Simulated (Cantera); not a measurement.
A freely propagating, adiabatic, planar premixed flame of 43.1 % H2, 15.4 % O2, 41.5 % N2, unburnt at 425 K and 0.330 bar; multicomponent transport, grid criteria slope 0.08 and curve 0.16, no radiation.

Computed with Cantera and the H2/O2 subset of GRI-Mech 3.0, which has no nitrogen chemistry. Burning velocities carry a grid error of a few per cent, more on coarse grids.

### Question
Predict: laminar burning velocity; thermal thickness; peak x(H); peak x(H2O2); peak x(O); peak x(OH).

### Answer
| Property | Value |
|---|---|
| laminar burning velocity | 552 cm/s |
| thermal thickness | 1.60 mm |
| peak x(H) | 0.121 |
| peak x(H2O2) | 2.66e-5 |
| peak x(O) | 0.0111 |
| peak x(OH) | 0.0175 |
